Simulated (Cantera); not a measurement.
Input (Python, Cantera) and output of one run.

```python
import numpy as np
import cantera as ct

gas_names = """
    C CO CO2 C2 C2O C3 C3O2 C4 C5 Cu CuO Cu2 O O2 O3
""".split()
cond_names = """
    C(gr) Cu(cr) Cu(L) CuO(s) Cu2O(s) Cu2O(L)
""".split()


# ... load() reads the species with a 1 bar reference pressure and builds the phases ...
atoms = {
    'Cu2O': {'Cu': 2, 'O': 1},
    'C': {'C': 1},
    'CO': {'C': 1, 'O': 1},
}
top_T = {'C(gr)': 4500, 'CuO(s)': 1390}  # K; cautious upper limits of use, not melting points


# ... equilibrate(T, P, feed) seeds the gas with the atoms and calls Mixture.equilibrate('TP', solver="vcs", rtol=1e-11, max_steps=5000) ...
results = []
feed = {'Cu2O': 1, 'C': 5.1, 'CO': 0.76}  # mol
P = 190000  # Pa
for T in [2075, 2125, 2175, 2225, 2275, 2325, 2375, 2425, 2475, 2525, 2575]:
    mix = equilibrate(T, P, feed)
    results.append((T, P, feed, dict(zip(mix.species_names, mix.species_moles))))
    x = sorted(zip(gas.X, gas.species_names), reverse=True)
    print(f"T = {T:g} K  P = {P:g} Pa  gas = {mix.phase_moles(0):.4g} mol")
    print("   x: " + "  ".join(f"{s} {v:.3e}" for v, s in x if v > 0.001))
    print("   condensed (mol): " + ("  ".join(f"{mix.phase(i).name} {mix.phase_moles(i):.4g}"
          for i in range(1, mix.n_phases) if mix.phase_moles(i) > 1e-12) or "none"))
```

It prints:

```
T = 2075 K  P = 190000 Pa  gas = 1.768 mol
   x: CO 9.955e-01  Cu 4.433e-03
   condensed (mol): C(gr) 4.1  Cu(L) 1.992
T = 2125 K  P = 190000 Pa  gas = 1.772 mol
   x: CO 9.932e-01  Cu 6.748e-03
   condensed (mol): C(gr) 4.1  Cu(L) 1.988
T = 2175 K  P = 190000 Pa  gas = 1.778 mol
   x: CO 9.898e-01  Cu 1.007e-02
   condensed (mol): C(gr) 4.1  Cu(L) 1.982
T = 2225 K  P = 190000 Pa  gas = 1.787 mol
   x: CO 9.851e-01  Cu 1.474e-02
   condensed (mol): C(gr) 4.1  Cu(L) 1.973
T = 2275 K  P = 190000 Pa  gas = 1.798 mol
   x: CO 9.786e-01  Cu 2.121e-02
   condensed (mol): C(gr) 4.1  Cu(L) 1.961
T = 2325 K  P = 190000 Pa  gas = 1.815 mol
   x: CO 9.696e-01  Cu 3.004e-02
   condensed (mol): C(gr) 4.1  Cu(L) 1.944
T = 2375 K  P = 190000 Pa  gas = 1.838 mol
   x: CO 9.576e-01  Cu 4.189e-02
   condensed (mol): C(gr) 4.1  Cu(L) 1.921
T = 2425 K  P = 190000 Pa  gas = 1.869 mol
   x: CO 9.416e-01  Cu 5.759e-02
   condensed (mol): C(gr) 4.1  Cu(L) 1.89
T = 2475 K  P = 190000 Pa  gas = 1.912 mol
   x: CO 9.207e-01  Cu 7.812e-02  Cu2 1.147e-03
   condensed (mol): C(gr) 4.1  Cu(L) 1.846
T = 2525 K  P = 190000 Pa  gas = 1.969 mol
   x: CO 8.936e-01  Cu 1.047e-01  Cu2 1.701e-03
   condensed (mol): C(gr) 4.1  Cu(L) 1.787
T = 2575 K  P = 190000 Pa  gas = 2.049 mol
   x: CO 8.589e-01  Cu 1.386e-01  Cu2 2.480e-03
   condensed (mol): C(gr) 4.1  Cu(L) 1.706
```

These are equilibrium values from Cantera (NASA tables, ideal gas, pure condensed phases), not measurements of a reactor.
